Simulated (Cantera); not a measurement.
Feed: 1 mol Si, 0.13 mol H2O, 710 mol H2, at 1298.15 K and 18.0 Torr.

These are equilibrium values from Cantera (NASA tables, ideal gas, pure condensed phases), not measurements of a reactor. Candidate condensed phases: H2O, Si, SiO2; 18 gas species. Rates play no part.

Base state: H2 1.000, SiO 0.000183 (mole fractions); condensed: Si(s).

**Question.** What changes in the equilibrium state with this change: temperature from 1298.15 K to 1250 K?

**Answer.** 
| species | before | after |
|---|---|---|
| H2 | 1.000 | 1.000 |
| SiO | 0.000183 | 8.89e-5 |
| Si(s), mol | 0.870 | 0.903 |
| SiO2(β-quartz), mol | 0 | 0.0334 |
Mutual solubility and eutectic melting of coexisting phases are not modelled. The tables hold silica as quartz up to 1696 K and as liquid above; real silica turns to tridymite and cristobalite and melts near 1996 K.

**Question.** What changes in the equilibrium state with this change: temperature from 1298.15 K to 2150 K?

**Answer.** 
| species | before | after |
|---|---|---|
| H2 | 1.000 | 0.972 |
| H | 6.93e-6 | 0.0268 |
| Si | 1.70e-9 | 0.00109 |
| SiH | 2.21e-9 | 8.17e-5 |
| SiH2 | 7.41e-8 | 2.67e-5 |
| SiO | 0.000183 | 0.000180 |
| Si(s), mol | 0.870 | 0 |
Gases not in the tables: Si2H6 and higher silanes.

**Question.** What changes in the equilibrium state with this change: Si replaced by Si3N4?

**Answer.** 
```tsv
species	before	after
H2	1.000	1.000
N2	0	6.11e-5
SiO	0.000183	8.37e-8
Si(s), mol	0.870	0
Si2N2O(s), mol	0	0.130
Si3N4(s), mol	0	0.913
```
Mutual solubility and eutectic melting of coexisting phases are not modelled. Further candidate phases: Si2N2O, Si3N4.
